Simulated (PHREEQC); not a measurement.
PHREEQC input (ion-association model, wateq4f.dat):

```
SOLUTION 1
  temp 20
  units mol/kgw
  pH 7 charge
  Cl 0.01
END
SELECTED_OUTPUT 1
  -reset false
  -pH true
  -pe true
  -ionic_strength true
  -water true
  -totals C Cl Cu F C(-4) C(4) Cu(1) Cu(2)
  -molalities H+ CO3-2 Cl- Cu+2 F- CO2 HCO3- O2 OH- HF
    HF2- CuCl2- CuCl3-2 Cu+ CuCO3 Cu(CO3)2-2 CuCl+ CuCl2 CuCl3- CuCl4-2
    CuF+ CuOH+ Cu(OH)2 Cu(OH)3- Cu(OH)4-2 Cu2(OH)2+2 CuHCO3+ H2F2
  -equilibrium_phases CuF2:2H2O Tenorite Malachite Atacamite
PRINT
  -reset false
USE solution 1
EQUILIBRIUM_PHASES 1
  CuF2:2H2O 0 0.5
  Tenorite 0 0
  Malachite 0 0
  Atacamite 0 0
  O2(g) -0.68 10
  CO2(g) -5 10
END
# ... the last block is repeated for the other 10 points of log pCO2 (atm)
```

Selected output (columns that matter, 11 of 11 rows; log pCO2 (atm) added in front):

```
log pCO2 (atm)	pH	mu	C	Cl	Cu	F	m_H+	m_Cl-	m_Cu+2	m_F-	m_CO2	m_OH-	m_HF	CuF2:2H2O
-5	3.947	0.1098	3.9551e-07	0.0099834	0.046056	0.092112	0.00013732	0.0097288	0.031802	0.066367	3.8208e-07	7.9306e-11	0.0075829	0.45387
-4.5	3.947	0.1098	1.2507e-06	0.0099834	0.046056	0.092112	0.00013732	0.0097288	0.031802	0.066367	1.2082e-06	7.9305e-11	0.0075829	0.45387
-4	3.947	0.1098	3.9551e-06	0.0099834	0.046056	0.092112	0.00013732	0.0097288	0.031802	0.066367	3.8208e-06	7.9305e-11	0.007583	0.45387
-3.5	3.947	0.1098	1.2507e-05	0.0099834	0.046056	0.092113	0.00013732	0.0097288	0.031802	0.066367	1.2082e-05	7.9303e-11	0.0075832	0.45387
-3	3.947	0.1098	3.9551e-05	0.0099834	0.046057	0.092114	0.00013733	0.0097288	0.031802	0.066367	3.8208e-05	7.9296e-11	0.0075839	0.45387
-2.5	3.9469	0.1098	0.00012507	0.0099834	0.046059	0.092118	0.00013737	0.0097288	0.031801	0.066368	0.00012082	7.9274e-11	0.007586	0.45386
-2	3.9465	0.1098	0.00039549	0.0099834	0.046065	0.092131	0.00013749	0.0097288	0.0318	0.06637	0.00038208	7.9207e-11	0.0075927	0.45386
-1.5	3.9453	0.10982	0.0012505	0.0099834	0.046086	0.092171	0.00013786	0.0097288	0.031796	0.066377	0.0012082	7.8995e-11	0.0076137	0.45384
-1	3.9417	0.10985	0.0039533	0.0099834	0.046148	0.092297	0.00013901	0.0097289	0.031784	0.066399	0.0038207	7.834e-11	0.0076795	0.45377
-0.5	3.9309	0.10997	0.01249	0.0099834	0.046341	0.092682	0.00014253	0.0097293	0.031746	0.066466	0.012082	7.6409e-11	0.0078801	0.45358
0	3.9015	0.11032	0.039405	0.0099833	0.046896	0.093792	0.00015255	0.0097303	0.031638	0.066661	0.038203	7.1389e-11	0.0084544	0.45303
```
